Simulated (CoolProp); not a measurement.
Values from CoolProp's reference Helmholtz-energy equation of state, Thol 2018.

Question: Give the vapour pressure (bar), vapour density (kg/m³), enthalpy of vaporisation (kJ/kg) of saturated hydrogen chloride at -46.25, -27.75, 33.65 °C.

Answer: 
```
T (°C)  p (bar)  vapour density (kg/m³)  enthalpy of vaporisation (kJ/kg)
------  -------  ----------------------  --------------------------------
-46.25     6.09                    13.0                               396
-27.75     11.6                    24.4                               367
33.65      57.3                     151                               201
```
